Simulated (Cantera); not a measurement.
CuO + H2 + N2 (hydrogen reduction and annealing atmospheres)

Feed: 1 mol CuO, 330 mol H2, 0.44 mol N2, at 1.00 bar.

Method: chemical equilibrium by Gibbs-energy minimisation in Cantera with the NASA 1993 tables (ideal gas, pure condensed phases). Candidate condensed phases: Cu, CuO, Cu(OH)2, Cu2O, H2O; 27 gas species. Equilibrium is a limit: real reactors are often held back by kinetics, nucleation or transport.

| T (K) | x H2 | x H | x H2O | x Cu | n Cu(s) | n Cu(l) |
|---|---|---|---|---|---|---|
| 973 | 0.996 | 1.08e-9 | 0.00303 | 5.13e-12 | 1.00 | 0 |
| 1073 | 0.996 | 1.40e-8 | 0.00303 | 2.38e-10 | 1.00 | 0 |
| 1173 | 0.996 | 1.18e-7 | 0.00303 | 5.71e-9 | 1.000 | 0 |
| 1273 | 0.996 | 7.12e-7 | 0.00303 | 8.24e-8 | 1.000 | 0 |
| 1373 | 0.996 | 3.32e-6 | 0.00303 | 7.90e-7 | 0 | 1.000 |
| 1473 | 0.996 | 1.26e-5 | 0.00303 | 5.17e-6 | 0 | 0.998 |
| 1573 | 0.996 | 4.06e-5 | 0.00303 | 2.65e-5 | 0 | 0.991 |
| 1673 | 0.995 | 0.000114 | 0.00303 | 0.000111 | 0 | 0.963 |
| 1773 | 0.995 | 0.000284 | 0.00302 | 0.000394 | 0 | 0.869 |
| 1873 | 0.994 | 0.000643 | 0.00302 | 0.00122 | 0 | 0.595 |
| 1973 | 0.991 | 0.00134 | 0.00301 | 0.00299 | 0 | 0 |
| 2073 | 0.990 | 0.00262 | 0.00301 | 0.00300 | 0 | 0 |
| 2173 | 0.988 | 0.00480 | 0.00301 | 0.00300 | 0 | 0 |
| 2273 | 0.984 | 0.00833 | 0.00300 | 0.00300 | 0 | 0 |
x: gas mole fraction; n: condensed amount in mol.

From 973 K to 1273 K the condensed part is Cu(s). From 1373 K to 1873 K the condensed part is Cu(l). From 1973 K to 2273 K nothing is condensed.
